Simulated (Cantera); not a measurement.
A Cantera script and what it prints.

```python
import numpy as np
import cantera as ct

gas_names = [...]  # 92 gases of nasa_gas.yaml made of C, H, N
cond_names = """
    C(gr) C6H6(L) C7H8(L) C8H18(L),n-octa
""".split()


# ... load() reads the species with a 1 bar reference pressure and builds the phases ...
atoms = {
    'C3H6': {'C': 3, 'H': 6},
    'H2': {'H': 2},
    'N2': {'N': 2},
}
top_T = {'C(gr)': 4500}  # K; cautious upper limits of use, not melting points


# ... equilibrate(T, P, feed) seeds the gas with the atoms and calls Mixture.equilibrate('TP', solver="vcs", rtol=1e-11, max_steps=5000) ...
results = []
T = 3023  # K
P = 8700  # Pa
for m in [0.39, 0.85, 1.9, 4.1, 8.9, 20, 43]:
    feed = {'C3H6': 1, 'H2': 5.6, 'N2': m}  # mol
    mix = equilibrate(T, P, feed)
    results.append((T, P, feed, dict(zip(mix.species_names, mix.species_moles))))

top = {s: max(r[3][s] / sum(r[3][g] for g in gas_names) for r in results) for s in gas_names}
cols = sorted((s for s in top if top[s] > 0.0001), key=lambda s: -top[s])[:9]
seen = [c for c in cond_names if any(r[3].get(c, 0) > 1e-12 for r in results)]
print("log10 of partial pressures in bar; condensed amounts in mol")
print(f"{'n(N2)':>10s}" + "".join(f"{s[:9]:>10s}" for s in cols + seen))
for T, P, feed, n in results:
    ng = sum(n[g] for g in gas_names)
    print(f"{feed['N2']:10.4g}" + "".join(f"{np.log10(max(n[s] / ng * P / 1e5, 1e-99)):10.3f}" for s in cols)
          + "".join(f"{n.get(c, 0):10.4g}" for c in seen))
```

Output:

```
log10 of partial pressures in bar; condensed amounts in mol
     n(N2)        N2        H2         H       HCN C2H2,acet       HNC        CN       C2H        C3     C(gr)
      0.39    -2.746    -1.361    -1.452    -2.735    -2.538    -3.452    -3.803    -3.380    -3.400     1.592
      0.85    -2.355    -1.387    -1.465    -2.553    -2.565    -3.270    -3.608    -3.393    -3.400     1.415
       1.9    -1.996    -1.442    -1.492    -2.401    -2.619    -3.117    -3.428    -3.420    -3.400     1.141
       4.1    -1.702    -1.538    -1.540    -2.302    -2.716    -3.018    -3.281    -3.468    -3.400    0.7532
       8.9    -1.467    -1.704    -1.623    -2.268    -2.881    -2.984    -3.164    -3.551    -3.400    0.1796
        20    -1.291    -1.952    -1.747    -2.375    -3.272    -3.091    -3.147    -3.818    -3.614         0
        43    -1.187    -2.267    -1.905    -2.587    -3.800    -3.304    -3.202    -4.189    -3.934         0
```

These are equilibrium values from Cantera (NASA tables, ideal gas, pure condensed phases), not measurements of a reactor.
